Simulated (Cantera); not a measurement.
**Carbothermic reduction: Ta2O5 + CO**

Charge: 1 mol Ta2O5, 2.9 mol CO, at 0.570 bar.

Equilibrium computed with Cantera from the NASA thermochemical tables; the gas is ideal and each condensed phase is pure. Candidate condensed phases: C, Ta, TaC, Ta2O5; 15 gas species. Mutual solubility and eutectic melting of coexisting phases are not modelled. TaC: taken at fixed stoichiometry. Condensed phases not in the tables: Ta2C. The numbers say what is thermodynamically allowed, not how fast it happens.

From 1000 K to 1300 K the condensed part is C(graphite) + Ta2O5(s). From 1400 K to 1900 K the condensed part is TaC(s) + Ta2O5(s).

| T (K) | x CO | x CO2 | x TaO2 | x TaO | n C(graphite) | n Ta2O5(s) | n TaC(s) |
|---|---|---|---|---|---|---|---|
| 1000 | 0.795 | 0.205 | <1e-12 | <1e-12 | 0.493 | 1.00 | 0 |
| 1100 | 0.954 | 0.0458 | <1e-12 | <1e-12 | 0.127 | 1.00 | 0 |
| 1200 | 0.989 | 0.0105 | <1e-12 | <1e-12 | 0.0303 | 1.00 | 0 |
| 1300 | 0.997 | 0.00293 | <1e-12 | <1e-12 | 0.00847 | 1.00 | 0 |
| 1400 | 0.998 | 0.00178 | <1e-12 | <1e-12 | 0 | 0.999 | 0.00148 |
| 1500 | 0.998 | 0.00176 | 2.10e-12 | <1e-12 | 0 | 0.999 | 0.00146 |
| 1600 | 0.998 | 0.00175 | 5.49e-11 | <1e-12 | 0 | 0.999 | 0.00145 |
| 1700 | 0.998 | 0.00174 | 9.67e-10 | 1.26e-11 | 0 | 0.999 | 0.00144 |
| 1800 | 0.998 | 0.00173 | 1.22e-8 | 2.50e-10 | 0 | 0.999 | 0.00143 |
| 1900 | 0.998 | 0.00173 | 1.17e-7 | 3.60e-9 | 0 | 0.999 | 0.00143 |
x: gas mole fraction; n: condensed amount in mol.
